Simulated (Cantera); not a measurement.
Charge: 1 mol SiH4, 20 mol H2O, 21 mol H2, at 1427 °C and 5200 Pa.

Method: chemical equilibrium by Gibbs-energy minimisation in Cantera with the NASA 1993 tables (ideal gas, pure condensed phases). Candidate condensed phases: H2O, Si, SiO2; 18 gas species. The tables hold silica as quartz up to 1696 K and as liquid above; real silica turns to tridymite and cristobalite and melts near 1996 K. Gases not in the tables: Si(OH)4. The numbers say what is thermodynamically allowed, not how fast it happens.

Base state: H2 0.581, H2O 0.418, H 0.000493, OH 1.83e-5 (mole fractions); condensed: SiO2(condensed).

**Question.** What changes in the equilibrium state with this change: temperature from 1427 °C to 1702 °C?

**Answer.** 
| species | before | after |
|---|---|---|
| H2 | 0.581 | 0.576 |
| H2O | 0.418 | 0.418 |
| H | 0.000493 | 0.00455 |
| SiO | 7.37e-6 | 0.00128 |
| OH | 1.83e-5 | 0.000315 |
| SiO2(condensed), mol | 1.000 | 0.944 |
